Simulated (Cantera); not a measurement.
Cantera run, input and output.

```python
import numpy as np
import cantera as ct

gas = ct.Solution("gri30.yaml")


def delay(T, t_max=10):
    gas.TPX = T, 1000000, {'CH4': 1, 'CO': 0.16, 'O2': 1.3, 'N2': 5.59}
    reactor = ct.IdealGasReactor(gas, clone=False)
    net = ct.ReactorNet([reactor])
    net.rtol, net.atol = 1e-8, 1e-16
    while net.time < t_max:
        t_old, T_old = net.time, reactor.T
        net.step()
        if reactor.T > T + 400:  # ignition: a rise of 400 K
            return t_old + (T + 400 - T_old) / (reactor.T - T_old) * (net.time - t_old)
    return np.nan


taus = []
for T in [1223, 1273, 1323, 1373, 1423, 1473, 1523, 1573, 1623, 1673]:
    taus.append(delay(T))
    print(f"T0 = {T:6g} K   tau = {taus[-1]:.4e} s")
```

It prints:

```
T0 =   1223 K   tau = 6.1422e-03 s
T0 =   1273 K   tau = 3.2582e-03 s
T0 =   1323 K   tau = 1.7851e-03 s
T0 =   1373 K   tau = 1.0055e-03 s
T0 =   1423 K   tau = 5.8006e-04 s
T0 =   1473 K   tau = 3.4187e-04 s
T0 =   1523 K   tau = 2.0558e-04 s
T0 =   1573 K   tau = 1.2612e-04 s
T0 =   1623 K   tau = 7.9011e-05 s
T0 =   1673 K   tau = 5.0616e-05 s
```

Cantera simulation using GRI-Mech 3.0 (53 species, 325 reactions); the numbers are that mechanism's predictions, not measurements.
